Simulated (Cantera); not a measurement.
Cantera run, input and output.

```python
import numpy as np
import cantera as ct

gas = ct.Solution("h2o2.yaml")
gas.TPX = 373, 100000, {'H2': 1, 'O2': 0.704, 'N2': 2.65}
flame = ct.FreeFlame(gas, width=0.04)
flame.set_refine_criteria(ratio=3, slope=0.08, curve=0.16)
flame.transport_model = "mixture-averaged"
flame.solve(loglevel=0, auto=True)
z, T = flame.grid, flame.T
thick = (T[-1] - T[0]) / np.gradient(T, z).max()
show = ['H2', 'O2', 'H2O', 'HO2', 'H2O2', 'OH']
print(f"laminar burning velocity  {flame.velocity[0] * 100:.3f} cm/s")
print(f"burnt temperature         {T[-1]:.1f} K")
print(f"thermal thickness         {thick * 1e3:.4f} mm")
print(f"grid points               {len(z)}")
z0 = z[flame.heat_release_rate.argmax()]
print(f"{'z/mm':>9s}{'T/K':>9s}{'u/(m/s)':>9s}" + "".join(f"{s:>11s}" for s in show))
rows = []
for k in (-3, -2, -1.5, -1, -0.5, -0.25, 0, 0.25, 0.5, 1, 2, 4, 8):
    zz = z0 + k * thick
    rows.append([k * thick, np.interp(zz, z, T), np.interp(zz, z, flame.velocity),
                 *(np.interp(zz, z, flame.X[gas.species_index(s)]) for s in show)])
    print(f"{rows[-1][0] * 1e3:9.3f}{rows[-1][1]:9.1f}{rows[-1][2]:9.3f}" + "".join(f"{x:11.3e}" for x in rows[-1][3:]))
```

Result:

```
laminar burning velocity  195.297 cm/s
burnt temperature         2066.7 K
thermal thickness         0.3626 mm
grid points               109
     z/mm      T/K  u/(m/s)         H2         O2        H2O        HO2       H2O2         OH
   -1.088    373.0    1.953  2.297e-01  1.617e-01  1.124e-09  3.399e-11  5.132e-12  2.038e-14
   -0.725    373.0    1.953  2.295e-01  1.617e-01  6.598e-08  2.415e-09  3.805e-10  8.435e-13
   -0.544    373.1    1.952  2.290e-01  1.618e-01  1.186e-06  5.223e-08  8.395e-09  2.032e-11
   -0.363    374.1    1.952  2.265e-01  1.624e-01  2.208e-05  1.172e-06  1.908e-07  2.767e-09
   -0.181    420.5    2.141  2.044e-01  1.658e-01  2.560e-03  1.818e-04  2.640e-05  1.911e-05
   -0.091    708.2    3.483  1.584e-01  1.592e-01  3.196e-02  3.099e-04  6.903e-05  7.715e-04
    0.000   1114.1    5.352  9.378e-02  1.289e-01  1.013e-01  1.311e-04  1.527e-05  2.053e-03
    0.091   1401.9    6.687  4.210e-02  8.871e-02  1.710e-01  7.046e-05  5.216e-06  5.844e-03
    0.181   1563.8    7.434  2.171e-02  6.878e-02  2.031e-01  4.571e-05  2.864e-06  8.967e-03
    0.363   1724.6    8.149  1.398e-02  6.015e-02  2.199e-01  2.964e-05  1.365e-06  1.108e-02
    0.725   1861.3    8.732  9.862e-03  5.703e-02  2.311e-01  1.842e-05  7.024e-07  1.110e-02
    1.450   1963.3    9.154  5.691e-03  5.535e-02  2.407e-01  1.003e-05  4.056e-07  9.410e-03
    2.900   2024.4    9.400  2.648e-03  5.484e-02  2.473e-01  5.015e-06  2.488e-07  6.851e-03
```

Model: the H2/O2 subset of GRI-Mech 3.0, which has no nitrogen chemistry, integrated in Cantera. Burning velocities carry a grid error of a few per cent, more on coarse grids.
